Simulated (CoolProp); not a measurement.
R507A along the isobar 639 kPa: Z from the reference equation and from simpler models built on Tc = 70.6 °C, pc = 3705 kPa, ω = 0.286; each cubic takes its own stable root.

Model: reference Helmholtz-energy equation of state, Lemmon 2003, in CoolProp. It is a pseudo-pure fit of the blend.

| T (°C) | phase | reference | van der Waals | Soave-Redlich-Kwong |
|---|---|---|---|---|
| 22.15 | gas | 0.8833 | 0.9209 | 0.8952 |
| 30.95 | gas | 0.8961 | 0.9267 | 0.9054 |
| 39.85 | gas | 0.9072 | 0.9319 | 0.9146 |
| 48.65 | gas | 0.9165 | 0.9366 | 0.9225 |
| 57.55 | gas | 0.9247 | 0.9408 | 0.9297 |
| 66.35 | gas | 0.9318 | 0.9447 | 0.9360 |
| 75.25 | gas | 0.9381 | 0.9482 | 0.9418 |
| 84.05 | gas | 0.9435 | 0.9515 | 0.9469 |
| 92.85 | gas | 0.9484 | 0.9544 | 0.9515 |
